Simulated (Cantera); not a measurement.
A closed system holds: 1 mol Cu, 5.1 mol HF, 41 mol H₂, at 1225 °C and 7.50 Torr.

These are equilibrium values from Cantera (NASA tables, ideal gas, pure condensed phases), not measurements of a reactor. Candidate condensed phases: Cu, CuF₂; 15 gas species. Equilibrium is a limit: real reactors are often held back by kinetics, nucleation or transport.

Base state: H₂ 0.889, HF 0.111, Cu 0.000797, H 0.000162, CuF 1.46e-5 (mole fractions); condensed: Cu(l).

**Question.** What changes in the equilibrium state with this change: pressure from 7.50 Torr to 0.143 Torr?

**Answer.** 
```tsv
species	before	after
H₂	0.889	0.869
HF	0.111	0.108
Cu	0.000797	0.0212
H	0.000162	0.00116
CuF	1.46e-5	5.28e-5
Cu(l), mol	0.963	0
```
